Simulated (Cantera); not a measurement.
Input (Python, Cantera) and output of one run.

```python
import numpy as np
import cantera as ct

gas_names = """
    H H2 N NH NH2 NH3 N2 N2H2 N2H4 Si SiH SiH2 SiH3 SiH4 SiN Si2 Si2N Si3
""".split()
cond_names = """
    Si(cr) Si(L) Si3N4(a)
""".split()


# ... load() reads the species with a 1 bar reference pressure and builds the phases ...
atoms = {
    'SiH4': {'Si': 1, 'H': 4},
    'N2': {'N': 2},
    'H2': {'H': 2},
}
top_T = {'Si3N4(a)': 2400}  # K; cautious upper limits of use, not melting points


# ... equilibrate(T, P, feed) seeds the gas with the atoms and calls Mixture.equilibrate('TP', solver="vcs", rtol=1e-11, max_steps=5000) ...
results = []
feed = {'SiH4': 1, 'N2': 0.4, 'H2': 0.5}  # mol
for P in [5, 17, 59, 210, 710, 2400, 8400, 29000, 100000]:
    for T in [1323, 1373, 1423, 1473, 1523, 1573, 1623, 1673, 1723]:
        mix = equilibrate(T, P, feed)
        results.append((T, P, feed, dict(zip(mix.species_names, mix.species_moles))))

for T, P, feed, n in results:
    print(f"{T:7g} {P:10.4g}  " + (" + ".join(c for c in cond_names if n.get(c, 0) > 1e-12) or "gas only"))
```

Output:

```
   1323          5  Si(cr) + Si3N4(a)
   1373          5  Si(cr) + Si3N4(a)
   1423          5  Si(cr)
   1473          5  Si(cr)
   1523          5  Si(cr)
   1573          5  Si(cr)
   1623          5  Si(cr)
   1673          5  Si(cr)
   1723          5  Si(L)
   1323         17  Si(cr) + Si3N4(a)
   1373         17  Si(cr) + Si3N4(a)
   1423         17  Si(cr) + Si3N4(a)
   1473         17  Si(cr)
   1523         17  Si(cr)
   1573         17  Si(cr)
   1623         17  Si(cr)
   1673         17  Si(cr)
   1723         17  Si(L)
   1323         59  Si(cr) + Si3N4(a)
   1373         59  Si(cr) + Si3N4(a)
   1423         59  Si(cr) + Si3N4(a)
   1473         59  Si(cr) + Si3N4(a)
   1523         59  Si(cr) + Si3N4(a)
   1573         59  Si(cr)
   1623         59  Si(cr)
   1673         59  Si(cr)
   1723         59  Si(L)
   1323        210  Si(cr) + Si3N4(a)
   1373        210  Si(cr) + Si3N4(a)
   1423        210  Si(cr) + Si3N4(a)
   1473        210  Si(cr) + Si3N4(a)
   1523        210  Si(cr) + Si3N4(a)
   1573        210  Si(cr) + Si3N4(a)
   1623        210  Si(cr)
   1673        210  Si(cr)
   1723        210  Si(L)
   1323        710  Si(cr) + Si3N4(a)
   1373        710  Si(cr) + Si3N4(a)
   1423        710  Si(cr) + Si3N4(a)
   1473        710  Si(cr) + Si3N4(a)
   1523        710  Si(cr) + Si3N4(a)
   1573        710  Si(cr) + Si3N4(a)
   1623        710  Si(cr) + Si3N4(a)
   1673        710  Si(cr)
   1723        710  Si(L)
   1323       2400  Si(cr) + Si3N4(a)
   1373       2400  Si(cr) + Si3N4(a)
   1423       2400  Si(cr) + Si3N4(a)
   1473       2400  Si(cr) + Si3N4(a)
   1523       2400  Si(cr) + Si3N4(a)
   1573       2400  Si(cr) + Si3N4(a)
   1623       2400  Si(cr) + Si3N4(a)
   1673       2400  Si(cr) + Si3N4(a)
   1723       2400  Si(L) + Si3N4(a)
   1323       8400  Si(cr) + Si3N4(a)
   1373       8400  Si(cr) + Si3N4(a)
   1423       8400  Si(cr) + Si3N4(a)
   1473       8400  Si(cr) + Si3N4(a)
   1523       8400  Si(cr) + Si3N4(a)
   1573       8400  Si(cr) + Si3N4(a)
   1623       8400  Si(cr) + Si3N4(a)
   1673       8400  Si(cr) + Si3N4(a)
   1723       8400  Si(L) + Si3N4(a)
   1323    2.9e+04  Si(cr) + Si3N4(a)
   1373    2.9e+04  Si(cr) + Si3N4(a)
   1423    2.9e+04  Si(cr) + Si3N4(a)
   1473    2.9e+04  Si(cr) + Si3N4(a)
   1523    2.9e+04  Si(cr) + Si3N4(a)
   1573    2.9e+04  Si(cr) + Si3N4(a)
   1623    2.9e+04  Si(cr) + Si3N4(a)
   1673    2.9e+04  Si(cr) + Si3N4(a)
   1723    2.9e+04  Si(L) + Si3N4(a)
   1323      1e+05  Si(cr) + Si3N4(a)
   1373      1e+05  Si(cr) + Si3N4(a)
   1423      1e+05  Si(cr) + Si3N4(a)
   1473      1e+05  Si(cr) + Si3N4(a)
   1523      1e+05  Si(cr) + Si3N4(a)
   1573      1e+05  Si(cr) + Si3N4(a)
   1623      1e+05  Si(cr) + Si3N4(a)
   1673      1e+05  Si(cr) + Si3N4(a)
   1723      1e+05  Si(L) + Si3N4(a)
```

Equilibrium computed with Cantera from the NASA thermochemical tables; the gas is ideal and each condensed phase is pure. N2 is the only nitrogen source here; it is nearly inert below about 1500 K, so the nitride shown seldom forms there in practice. Mutual solubility and eutectic melting of coexisting phases are not modelled.
